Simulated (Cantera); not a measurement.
**Ca(OH)2 + H2O + CO2 + C (calcination and drying)**

Input: 1 mol Ca(OH)2, 1.5 mol H2O, 0.081 mol CO2, 0.25 mol C, held at 10000 Pa.

Method: chemical equilibrium by Gibbs-energy minimisation in Cantera with the NASA 1993 tables (ideal gas, pure condensed phases). Candidate condensed phases: C, C6H6, C7H8, C8H18, Ca, CaCO3, CaO, Ca(OH)2, H2O; 115 gas species. Kinetics and transport are ignored.

```json
[
 {"T (°C)": "850", "x H2O": "0.728", "x H2": "0.155", "x CO2": "0.0949", "x CO": "0.0220", "x H": "5.30e-8", "x OH": "1.28e-9", "x O2": "<1e-12", "x Ca(OH)2": "3.25e-10", "n CaO(s)": "1.00"},
 {"T (°C)": "950", "x H2O": "0.733", "x H2": "0.150", "x CO2": "0.0901", "x CO": "0.0269", "x H": "3.68e-7", "x OH": "1.62e-8", "x O2": "<1e-12", "x Ca(OH)2": "3.32e-9", "n CaO(s)": "1.00"},
 {"T (°C)": "1050", "x H2O": "0.738", "x H2": "0.145", "x CO2": "0.0856", "x CO": "0.0313", "x H": "1.91e-6", "x OH": "1.40e-7", "x O2": "4.33e-12", "x Ca(OH)2": "2.38e-8", "n CaO(s)": "1.00"},
 {"T (°C)": "1150", "x H2O": "0.742", "x H2": "0.141", "x CO2": "0.0817", "x CO": "0.0353", "x H": "7.90e-6", "x OH": "8.99e-7", "x O2": "1.13e-10", "x Ca(OH)2": "1.29e-7", "n CaO(s)": "1.00"},
 {"T (°C)": "1250", "x H2O": "0.745", "x H2": "0.138", "x CO2": "0.0781", "x CO": "0.0388", "x H": "2.71e-5", "x OH": "4.52e-6", "x O2": "1.92e-9", "x Ca(OH)2": "5.57e-7", "n CaO(s)": "1.000"},
 {"T (°C)": "1350", "x H2O": "0.748", "x H2": "0.135", "x CO2": "0.0750", "x CO": "0.0419", "x H": "8.02e-5", "x OH": "1.87e-5", "x O2": "2.32e-8", "x Ca(OH)2": "2.01e-6", "n CaO(s)": "1.000"},
 {"T (°C)": "1450", "x H2O": "0.751", "x H2": "0.132", "x CO2": "0.0723", "x CO": "0.0446", "x H": "0.000209", "x OH": "6.54e-5", "x O2": "2.10e-7", "x Ca(OH)2": "6.20e-6", "n CaO(s)": "1.000"},
 {"T (°C)": "1550", "x H2O": "0.753", "x H2": "0.129", "x CO2": "0.0699", "x CO": "0.0470", "x H": "0.000493", "x OH": "0.000200", "x O2": "1.50e-6", "x Ca(OH)2": "1.69e-5", "n CaO(s)": "1.000"},
 {"T (°C)": "1650", "x H2O": "0.754", "x H2": "0.127", "x CO2": "0.0678", "x CO": "0.0491", "x H": "0.00106", "x OH": "0.000542", "x O2": "8.73e-6", "x Ca(OH)2": "4.12e-5", "n CaO(s)": "1.000"},
 {"T (°C)": "1750", "x H2O": "0.755", "x H2": "0.125", "x CO2": "0.0658", "x CO": "0.0509", "x H": "0.00212", "x OH": "0.00133", "x O2": "4.27e-5", "x Ca(OH)2": "9.19e-5", "n CaO(s)": "1.000"},
 {"T (°C)": "1850", "x H2O": "0.753", "x H2": "0.123", "x CO2": "0.0639", "x CO": "0.0526", "x H": "0.00398", "x OH": "0.00301", "x O2": "0.000179", "x Ca(OH)2": "0.000189", "n CaO(s)": "0.999"},
 {"T (°C)": "1950", "x H2O": "0.747", "x H2": "0.122", "x CO2": "0.0618", "x CO": "0.0542", "x H": "0.00708", "x OH": "0.00625", "x O2": "0.000647", "x Ca(OH)2": "0.000361", "n CaO(s)": "0.999"}
]
```
x: gas mole fraction; n: condensed amount in mol.

From 850 °C to 1950 °C the condensed part is CaO(s).
